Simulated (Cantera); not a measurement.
An adiabatic, constant-pressure homogeneous reactor starts with 3.40 % C3H8, 17.0 % O2, 63.9 % N2, 15.6 % H2O, equivalence ratio 1.0, at 1648 K and 760 Torr.

Model: GRI-Mech 3.0 (53 species, 325 reactions), integrated in Cantera. GRI-Mech 3.0 was tuned for natural gas; its chemistry of propane as a main component is partial and can be far from experiment.

**Question.** Predict: time of steepest temperature rise; temperature at 6.00 s; equilibrium temperature; x(O2) at 6.00 s; x(H2O) at 6.00 s; x(NO) at 6.00 s.

**Answer.** 
| Property | Value |
|---|---|
| time of steepest temperature rise | 28.6 µs |
| temperature at 6.00 s | 2665 K |
| equilibrium temperature | 2665 K |
| x(O2) at 6.00 s | 0.0193 (gas-phase equilibrium 0.0193) |
| x(H2O) at 6.00 s | 0.236 (gas-phase equilibrium 0.236) |
| x(NO) at 6.00 s | 0.00793 (gas-phase equilibrium 0.00793) |
